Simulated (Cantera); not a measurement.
**Cr₂O₃ + H₂ + H₂O (hydrogen reduction and annealing atmospheres)**

Input: 1 mol Cr₂O₃, 2000 mol H₂, 1.7 mol H₂O, at 1000 Pa.

Equilibrium computed with Cantera from the NASA thermochemical tables; the gas is ideal and each condensed phase is pure. Candidate condensed phases: Cr, Cr₂O₃, H₂O; 13 gas species. Mutual solubility and eutectic melting of coexisting phases are not modelled. Kinetics and transport are ignored.

```json
[
 {"T (K)": "998", "x H₂": "0.999", "x H₂O": "0.000849", "x H": "2.15e-8", "x Cr": "<1e-12", "x CrO": "<1e-12", "n Cr₂O₃(s)": "1.00", "n Cr(s)": "0"},
 {"T (K)": "1048", "x H₂": "0.999", "x H₂O": "0.000849", "x H": "7.72e-8", "x Cr": "<1e-12", "x CrO": "<1e-12", "n Cr₂O₃(s)": "1.00", "n Cr(s)": "0"},
 {"T (K)": "1098", "x H₂": "0.999", "x H₂O": "0.000849", "x H": "2.47e-7", "x Cr": "4.54e-12", "x CrO": "<1e-12", "n Cr₂O₃(s)": "1.00", "n Cr(s)": "0"},
 {"T (K)": "1148", "x H₂": "0.999", "x H₂O": "0.000849", "x H": "7.16e-7", "x Cr": "7.21e-11", "x CrO": "<1e-12", "n Cr₂O₃(s)": "1.00", "n Cr(s)": "0"},
 {"T (K)": "1198", "x H₂": "0.999", "x H₂O": "0.000849", "x H": "1.90e-6", "x Cr": "9.03e-10", "x CrO": "<1e-12", "n Cr₂O₃(s)": "1.000", "n Cr(s)": "0"},
 {"T (K)": "1248", "x H₂": "0.999", "x H₂O": "0.000849", "x H": "4.67e-6", "x Cr": "9.19e-9", "x CrO": "1.31e-12", "n Cr₂O₃(s)": "1.000", "n Cr(s)": "0"},
 {"T (K)": "1298", "x H₂": "0.999", "x H₂O": "0.000849", "x H": "1.07e-5", "x Cr": "7.79e-8", "x CrO": "1.28e-11", "n Cr₂O₃(s)": "1.000", "n Cr(s)": "0"},
 {"T (K)": "1348", "x H₂": "0.999", "x H₂O": "0.000850", "x H": "2.31e-5", "x Cr": "5.60e-7", "x CrO": "1.06e-10", "n Cr₂O₃(s)": "0.999", "n Cr(s)": "0"},
 {"T (K)": "1398", "x H₂": "0.999", "x H₂O": "0.000854", "x H": "4.73e-5", "x Cr": "3.47e-6", "x CrO": "7.42e-10", "n Cr₂O₃(s)": "0.997", "n Cr(s)": "0"},
 {"T (K)": "1448", "x H₂": "0.999", "x H₂O": "0.000877", "x H": "9.21e-5", "x Cr": "1.83e-5", "x CrO": "4.49e-9", "n Cr₂O₃(s)": "0.982", "n Cr(s)": "0"},
 {"T (K)": "1498", "x H₂": "0.999", "x H₂O": "0.00122", "x H": "0.000172", "x Cr": "5.40e-5", "x CrO": "2.06e-8", "n Cr₂O₃(s)": "0.751", "n Cr(s)": "0.390"}
]
```
x: gas mole fraction; n: condensed amount in mol.

From 998 K to 1448 K the condensed part is Cr₂O₃(s). At 1498 K the condensed part is Cr(s) + Cr₂O₃(s).
